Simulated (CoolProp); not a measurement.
CF4 (R14) at 298.15 K and 5.68 MPa is throttled through a valve to 0.833 MPa with no heat exchange. Each further row changes one setting.

Values from CoolProp's reference Helmholtz-energy equation of state, Platzer 1990. This equation is an older, rougher fit; its heat capacities, sound speeds and derivatives of the liquid may be far off and weren't checked against measurements.

```csv
case,temperature change (K),final density (kg/m³)
as stated,[?],[?]
outlet pressure 0.25 MPa,[?],[?]
outlet pressure 1.08 MPa,[?],[?]
```

### Question
Fill in the missing entries.

### Answer

- as stated, temperature change (K): -29.6
- as stated, final density (kg/m³): 34.4
- outlet pressure 0.25 MPa, temperature change (K): -33.8
- outlet pressure 0.25 MPa, final density (kg/m³): 10.2
- outlet pressure 1.08 MPa, temperature change (K): -27.9
- outlet pressure 1.08 MPa, final density (kg/m³): 44.9
